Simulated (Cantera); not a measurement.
**Reactions in the system Cu-F-N-O**

Source: NASA polynomial tables (part measured, part estimated), evaluated in Cantera. Values are per mole of reaction as written; species without (g) are pure solids or liquids, kept so even where they would boil at 1 bar.

6 Cu₂O + O₂(g) + 8 NF₃(g) → 12 CuF₂(g) + 8 NO(g)

```tsv
T (K)	ΔH° (kJ)	ΔS° (J/K)	ΔG° (kJ)	log10 K	condensed phases
1398	-594.0	1811.5	-3126.6	116.82	Cu₂O(s)
1448	-608.5	1801.4	-3216.9	116.04	Cu₂O(s)
1498	-623.5	1791.2	-3306.7	115.30	Cu₂O(s)
1548	-1028.1	1524.5	-3388.0	114.32	Cu₂O(l)
1598	-1044.5	1514.0	-3463.9	113.22	Cu₂O(l)
1648	-1061.0	1503.9	-3539.4	112.18	Cu₂O(l)
1698	-1077.4	1494.1	-3614.3	111.18	Cu₂O(l)
1748	-1093.7	1484.6	-3688.8	110.23	Cu₂O(l)
1798	-1110.1	1475.4	-3762.8	109.31	Cu₂O(l)
```
